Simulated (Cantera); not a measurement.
A perfectly stirred reactor is fed with C3H8 : O2 : N2 = 1 : 6.58 : 24.7 (molar parts), at 5.00 bar; it is adiabatic with a 425 K inlet, and is followed from long to short residence time, starting on the burning branch (τ in s: 0.044, 0.023, 0.012, 0.0059, 0.003, 0.0015, 0.00078, 0.0004, 0.0002, 0.0001, 5.3e-05).

Model: GRI-Mech 3.0 (53 species, 325 reactions), integrated in Cantera. GRI-Mech 3.0 was tuned for natural gas; its chemistry of propane as a main component is partial and can be far from experiment.

Question: What does this change do: inlet temperature 425 to 300 K?

Answer: 
```csv
quantity,before,after
"blow-out, bracketed by the residence times tried","burning at 53.0 µs, the shortest tried","burning at 53.0 µs, the shortest tried"
x(C3H8) at τ = 44.0 ms,2.43e-7,3.79e-7
x(O2) at τ = 44.0 ms,0.0472,0.0473
x(HO2) at τ = 44.0 ms,2.33e-6,1.93e-6
x(CO) at τ = 44.0 ms,0.000688,0.000489
x(CH2CO) at τ = 44.0 ms,3.75e-7,6.45e-7
x(C3H8) at τ = 1.50 ms,4.35e-6,5.98e-6
x(O2) at τ = 1.50 ms,0.0485,0.0486
x(HO2) at τ = 1.50 ms,7.20e-6,8.83e-6
x(CO) at τ = 1.50 ms,0.00359,0.00338
x(CH2CO) at τ = 1.50 ms,7.12e-6,1.01e-5
```

Question: What does this change do: 0.27 parts H2 added?

Answer: 
```csv
quantity,before,after
"blow-out, bracketed by the residence times tried","burning at 53.0 µs, the shortest tried","burning at 53.0 µs, the shortest tried"
x(C3H8) at τ = 44.0 ms,2.43e-7,2.01e-7
x(O2) at τ = 44.0 ms,0.0472,0.0429
x(HO2) at τ = 44.0 ms,2.33e-6,2.48e-6
x(CO) at τ = 44.0 ms,0.000688,0.000858
x(CH2CO) at τ = 44.0 ms,3.75e-7,2.91e-7
x(C3H8) at τ = 1.50 ms,4.35e-6,3.79e-6
x(O2) at τ = 1.50 ms,0.0485,0.0444
x(HO2) at τ = 1.50 ms,7.20e-6,6.76e-6
x(CO) at τ = 1.50 ms,0.00359,0.00386
x(CH2CO) at τ = 1.50 ms,7.12e-6,5.89e-6
```
